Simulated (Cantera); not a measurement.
Input: 1 mol NaCl, 23 mol H2, at 723 K and 10.5 Torr.

Method: chemical equilibrium by Gibbs-energy minimisation in Cantera with the NASA 1993 tables (ideal gas, pure condensed phases). Candidate condensed phases: Na, NaCl; 10 gas species. Kinetics and transport are ignored.

Base state: H2 1.00 (mole fractions); condensed: NaCl(s).

**Question.** What changes in the equilibrium state with this change: NaCl replaced by SrCl2?

**Answer.** 
```tsv
species	before	after
H2	1.00	1.00
NaCl(s), mol	1.000	0
SrCl2(s), mol	0	1.00
```
Further candidate phases: Sr, SrCl2.

**Question.** What changes in the equilibrium state with this change: NaCl replaced by PbCl2?

**Answer.** 
```json
[
 {"species": "H2", "before": "1.00", "after": "0.936"},
 {"species": "HCl", "before": "1.48e-9", "after": "0.0563"},
 {"species": "PbCl4", "before": "0", "after": "0.00613"},
 {"species": "PbCl2", "before": "0", "after": "0.00147"},
 {"species": "PbCl", "before": "0", "after": "3.98e-5"},
 {"species": "NaCl(s), mol", "before": "1.000", "after": "0"},
 {"species": "Pb(l), mol", "before": "0", "after": "0.818"}
]
```
The tables' values for PbCl4 are old estimates; treat these amounts as uncertain. Further candidate phases: Pb, PbCl2.
